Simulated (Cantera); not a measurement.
**Adiabatic ignition**

An adiabatic, constant-pressure homogeneous reactor starts with 3.26 % CH4, 0.880 % C2H6, 4.24 % C3H8, 19.2 % O2, 72.4 % N2, at 1625 K and 26.6 atm.

Model: GRI-Mech 3.0 (53 species, 325 reactions), integrated in Cantera. GRI-Mech 3.0 was tuned for natural gas; its chemistry of propane as a main component is partial and can be far from experiment. The pressure lies above the range GRI-Mech 3.0 was tuned for (to about 10 atm).

```json
[
 {"t (s)": "1.00e-6", "T (K)": "1622", "x CH4": "0.0324", "x C2H6": "0.00878", "x C3H8": "0.0367", "x C2H": "1.02e-10", "x O": "2.57e-6", "x NO": "2.29e-11", "x CO": "0.000309"},
 {"t (s)": "2.51e-6", "T (K)": "1665", "x CH4": "0.0316", "x C2H6": "0.00786", "x C3H8": "0.0217", "x C2H": "7.21e-9", "x O": "1.12e-5", "x NO": "3.62e-10", "x CO": "0.00517"},
 {"t (s)": "6.31e-6", "T (K)": "2930", "x CH4": "5.24e-10", "x C2H6": "<1e-12", "x C3H8": "<1e-12", "x C2H": "9.96e-12", "x O": "0.000320", "x NO": "0.000329", "x CO": "0.121"},
 {"t (s)": "1.59e-5", "T (K)": "2942", "x CH4": "1.93e-10", "x C2H6": "<1e-12", "x C3H8": "<1e-12", "x C2H": "<1e-12", "x O": "0.000236", "x NO": "0.000457", "x CO": "0.121"},
 {"t (s)": "3.99e-5", "T (K)": "2941", "x CH4": "1.96e-10", "x C2H6": "<1e-12", "x C3H8": "<1e-12", "x C2H": "<1e-12", "x O": "0.000233", "x NO": "0.000686", "x CO": "0.121"},
 {"t (s)": "0.000100", "T (K)": "2939", "x CH4": "2.00e-10", "x C2H6": "<1e-12", "x C3H8": "<1e-12", "x C2H": "<1e-12", "x O": "0.000229", "x NO": "0.000983", "x CO": "0.121"},
 {"t (s)": "0.000252", "T (K)": "2938", "x CH4": "2.02e-10", "x C2H6": "<1e-12", "x C3H8": "<1e-12", "x C2H": "<1e-12", "x O": "0.000227", "x NO": "0.00110", "x CO": "0.121"},
 {"t (s)": "0.000632", "T (K)": "2938", "x CH4": "2.02e-10", "x C2H6": "<1e-12", "x C3H8": "<1e-12", "x C2H": "<1e-12", "x O": "0.000227", "x NO": "0.00110", "x CO": "0.121"},
 {"t (s)": "0.00159", "T (K)": "2938", "x CH4": "2.02e-10", "x C2H6": "<1e-12", "x C3H8": "<1e-12", "x C2H": "<1e-12", "x O": "0.000227", "x NO": "0.00110", "x CO": "0.121"},
 {"t (s)": "0.00399", "T (K)": "2938", "x CH4": "2.02e-10", "x C2H6": "<1e-12", "x C3H8": "<1e-12", "x C2H": "<1e-12", "x O": "0.000227", "x NO": "0.00110", "x CO": "0.121"},
 {"t (s)": "0.0100", "T (K)": "2938", "x CH4": "2.02e-10", "x C2H6": "<1e-12", "x C3H8": "<1e-12", "x C2H": "<1e-12", "x O": "0.000227", "x NO": "0.00110", "x CO": "0.121"},
 {"t (s)": "0.0252", "T (K)": "2938", "x CH4": "2.02e-10", "x C2H6": "<1e-12", "x C3H8": "<1e-12", "x C2H": "<1e-12", "x O": "0.000227", "x NO": "0.00110", "x CO": "0.121"},
 {"t (s)": "0.0634", "T (K)": "2938", "x CH4": "2.02e-10", "x C2H6": "<1e-12", "x C3H8": "<1e-12", "x C2H": "<1e-12", "x O": "0.000227", "x NO": "0.00110", "x CO": "0.121"},
 {"t (s)": "0.159", "T (K)": "2938", "x CH4": "2.02e-10", "x C2H6": "<1e-12", "x C3H8": "<1e-12", "x C2H": "<1e-12", "x O": "0.000227", "x NO": "0.00110", "x CO": "0.121"},
 {"t (s)": "0.400", "T (K)": "2938", "x CH4": "2.02e-10", "x C2H6": "<1e-12", "x C3H8": "<1e-12", "x C2H": "<1e-12", "x O": "0.000227", "x NO": "0.00110", "x CO": "0.121"}
]
```
x: mole fraction; the columns are a selection and need not sum to one.

```json
{
 "time_of_steepest_temperature_rise": "4.12 µs",
 "temperature at 0.400 s": "2938 K",
 "equilibrium_temperature": "2938 K",
 "x(CH4) at 0.400 s": "2.02e-10 (gas-phase equilibrium 2.27e-10)",
 "x(C2H6) at 0.400 s": "<1e-12 (gas-phase equilibrium <1e-12)",
 "x(C3H8) at 0.400 s": "<1e-12 (gas-phase equilibrium <1e-12)"
}
```
